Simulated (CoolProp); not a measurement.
Properties of R1336mzz(Z) along the isobar 1.66 MPa.

Computed with CoolProp (reference Helmholtz-energy equation of state, McLinden 2020).

```tsv
T (K)	phase	density (kg/m³)	cp (kJ/(kg K))	cv (kJ/(kg K))	speed of sound (m/s)	expansivity (1/kK)
316.3	liquid	1322	1.253	0.9309	575.2	2.036
329.4	liquid	1286	1.280	0.9501	530.0	2.193
342.5	liquid	1248	1.309	0.9687	485.0	2.391
355.6	liquid	1208	1.342	0.9868	439.8	2.648
368.8	liquid	1164	1.379	1.005	393.7	2.998
381.9	liquid	1116	1.426	1.023	346.5	3.499
395	liquid	1061	1.491	1.042	296.6	4.300
408.1	liquid	993.7	1.602	1.064	240.8	5.850
421.3	gas	115.3	1.398	1.075	104.2	9.582
434.4	gas	103.7	1.292	1.066	114.0	6.958
447.5	gas	95.54	1.244	1.065	121.5	5.613
460.6	gas	89.29	1.219	1.069	127.9	4.778
473.8	gas	84.17	1.207	1.074	133.4	4.198
486.9	gas	79.90	1.201	1.082	138.3	3.774
500	gas	76.21	1.200	1.090	142.8	3.445
```
